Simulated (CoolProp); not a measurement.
CH2F2 (R32) at 364.02 K and 16.6 MPa flows at 5.8 m/s in a round tube of 10 mm bore and 0.25 µm roughness, fully developed (64/Re and Nu = 3.66 if laminar; Colebrook and Gnielinski if turbulent). Each further row changes one setting.

Model: reference Helmholtz-energy equation of state, Tillner-Roth 1997, in CoolProp.

```
case               Reynolds number  Darcy friction factor  pressure drop (Pa/m)  heat-transfer coefficient (W/(m² K))  mass flow (kg/h)
-----------------  ---------------  ---------------------  --------------------  ------------------------------------  ----------------
as stated                   626000                 0.0130                 17300                                 13400              1290
velocity 11.6 m/s          1250000                 0.0118                 62700                                 24500              2580
diameter 20 mm             1250000                 0.0115                  7640                                 12000              5170
```

Viscosity comes from a separate model (Bell 2016), an estimate that may be off by 10 % or more. Thermal conductivity comes from a separate model (Huber 2003), an estimate that may be off by 10 % or more.
